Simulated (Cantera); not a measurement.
A closed system holds: 1 mol PbO, 8.3 mol CO, 4.1 mol N₂, at 875 K and 11.0 mbar.

These are equilibrium values from Cantera (NASA tables, ideal gas, pure condensed phases), not measurements of a reactor. Candidate condensed phases: C, Pb, PbO, PbO₂, Pb₃O₄; 27 gas species. The numbers say what is thermodynamically allowed, not how fast it happens.

Base state: CO 0.589, N₂ 0.331, CO₂ 0.0806, Pb 6.13e-5 (mole fractions); condensed: Pb(l).

### Question
What changes in the equilibrium state with this change: pressure from 11.0 mbar to 1.60 bar?

### Answer
```csv
species,before,after
N₂,0.331,0.432
CO₂,0.0806,0.413
CO,0.589,0.155
Pb,6.13e-5,4.21e-7
"Pb(l), mol",0.999,1.000
"C(graphite), mol",0,2.92
```

### Question
What changes in the equilibrium state with this change: temperature from 875 K to 825 K?

### Answer
```tsv
species	before	after
CO	0.589	0.519
N₂	0.331	0.347
CO₂	0.0806	0.134
Pb	6.13e-5	1.30e-5
Pb(l), mol	0.999	1.000
C(graphite), mol	0	0.580
```
